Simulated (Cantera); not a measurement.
Cantera run, input and output.

```python
import numpy as np
import cantera as ct

gas = ct.Solution("gri30.yaml", transport_model="mixture-averaged")
show = ['CH4', 'NO', 'H']

rows = []
print(f"{'T/K':>7s}{'rho':>11s}{'cp':>10s}{'mu':>11s}{'lambda':>11s}{'Pr':>7s}" + "".join(f"{'D_' + s:>11s}" for s in show))
for T in [400, 600, 800, 1000, 1200, 1400, 1600, 1800]:
    gas.TPX = T, 36, {'C2H6': 0.24}
    Pr = gas.cp_mass * gas.viscosity / gas.thermal_conductivity
    D = [gas.mix_diff_coeffs_mole[gas.species_index(s)] for s in show]
    rows.append([gas.density, gas.cp_mass, gas.viscosity, gas.thermal_conductivity, Pr, *D])
    print(f"{T:7g}{gas.density:11.4e}{gas.cp_mass:10.1f}{gas.viscosity:11.4e}"
          f"{gas.thermal_conductivity:11.4e}{Pr:7.3f}" + "".join(f"{d:11.4e}" for d in D))
print("SI units: kg/m3, J/kg/K, Pa s, W/m/K, m2/s")
```

Output:

```
    T/K        rho        cp         mu     lambda     Pr      D_CH4       D_NO        D_H
    400 3.2549e-04    2166.5 1.2323e-05 3.5590e-02  0.750 7.5793e-02 6.9192e-02 3.9681e-01
    600 2.1700e-04    2972.3 1.7444e-05 6.9019e-02  0.751 1.5684e-01 1.4142e-01 8.2190e-01
    800 1.6275e-04    3590.7 2.1836e-05 1.0464e-01  0.749 2.5879e-01 2.3187e-01 1.3568e+00
   1000 1.3020e-04    4080.0 2.5738e-05 1.3980e-01  0.751 3.7921e-01 3.3854e-01 1.9887e+00
   1200 1.0850e-04    4448.8 2.9288e-05 1.7363e-01  0.750 5.1651e-01 4.6010e-01 2.7091e+00
   1400 9.2998e-05    4735.6 3.2574e-05 2.0583e-01  0.749 6.6953e-01 5.9557e-01 3.5122e+00
   1600 8.1373e-05    4956.8 3.5656e-05 2.3633e-01  0.748 8.3742e-01 7.4422e-01 4.3932e+00
   1800 7.2332e-05    5126.5 3.8575e-05 2.6516e-01  0.746 1.0195e+00 9.0544e-01 5.3486e+00
SI units: kg/m3, J/kg/K, Pa s, W/m/K, m2/s
```

Model: GRI-Mech 3.0 (53 species, 325 reactions), integrated in Cantera. The composition is frozen, though it would react at the higher temperatures.
